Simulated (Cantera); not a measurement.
Charge: 1 mol Al, 1.1 mol H2O, 3.1 mol N2, held at 1727 °C and 13300 Pa.

Method: chemical equilibrium by Gibbs-energy minimisation in Cantera with the NASA 1993 tables (ideal gas, pure condensed phases). Candidate condensed phases: Al, AlN, Al2O3, H2O; 35 gas species. Mutual solubility and eutectic melting of coexisting phases are not modelled. Condensed phases not in the tables: aluminium oxynitride. Kinetics and transport are ignored.

What is the equilibrium state?


```json
{
  "x(N2)": "0.728",
  "x(H2)": "0.269",
  "x(H)": "0.00231",
  "x(Al)": "0.000494",
  "x(Al2O)": "0.000277",
  "x(AlH)": "2.61e-5",
  "x(H2O)": "1.90e-5",
  "x(AlOH)": "9.95e-6",
  "n(AlN(s))": "0.263 mol",
  "n(Al2O3(s))": "0.366 mol",
  "gas_amount": "4.076 mol",
  "log10 activity of Al(l) (absent)": "-1.96"
}
```
